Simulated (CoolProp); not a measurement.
Vapour-liquid equilibrium of carbon dioxide (1) + propane (2) at 0.793 MPa; x and y are mole fractions of (1).

Computed with CoolProp (multi-fluid Helmholtz-energy mixture model, Span 1996 and Lemmon 2009; pair parameters Kunz 2012).

```json
[
 {"x": "0.05", "bubble temperature (°C)": "4.3", "y at the bubble point": "0.315", "dew temperature at overall composition x (°C)": "16.0", "liquid density (mol/L)": "12.06"},
 {"x": "0.15", "bubble temperature (°C)": "-16.2", "y at the bubble point": "0.661", "dew temperature at overall composition x (°C)": "11.8", "liquid density (mol/L)": "13.23"},
 {"x": "0.25", "bubble temperature (°C)": "-28.3", "y at the bubble point": "0.798", "dew temperature at overall composition x (°C)": "7.4", "liquid density (mol/L)": "14.25"},
 {"x": "0.35", "bubble temperature (°C)": "-35.1", "y at the bubble point": "0.857", "dew temperature at overall composition x (°C)": "2.6", "liquid density (mol/L)": "15.20"},
 {"x": "0.45", "bubble temperature (°C)": "-38.9", "y at the bubble point": "0.887", "dew temperature at overall composition x (°C)": "-2.7", "liquid density (mol/L)": "16.18"},
 {"x": "0.55", "bubble temperature (°C)": "-41.0", "y at the bubble point": "0.903", "dew temperature at overall composition x (°C)": "-8.5", "liquid density (mol/L)": "17.25"},
 {"x": "0.65", "bubble temperature (°C)": "-42.3", "y at the bubble point": "0.915", "dew temperature at overall composition x (°C)": "-15.4", "liquid density (mol/L)": "18.49"},
 {"x": "0.75", "bubble temperature (°C)": "-43.4", "y at the bubble point": "0.927", "dew temperature at overall composition x (°C)": "-23.6", "liquid density (mol/L)": "20.01"},
 {"x": "0.85", "bubble temperature (°C)": "-44.5", "y at the bubble point": "0.944", "dew temperature at overall composition x (°C)": "-34.2", "liquid density (mol/L)": "21.93"},
 {"x": "0.95", "bubble temperature (°C)": "-45.7", "y at the bubble point": "0.974", "dew temperature at overall composition x (°C)": "-44.8", "liquid density (mol/L)": "24.40"}
]
```

No azeotrope shows between x = 0.05 and 0.95.

Pair parameters are fitted to limited data, so mixtures are less certain than the pure fluids. With so large a gap from Raoult's law the liquid may split in two, which this calculation doesn't test in full.
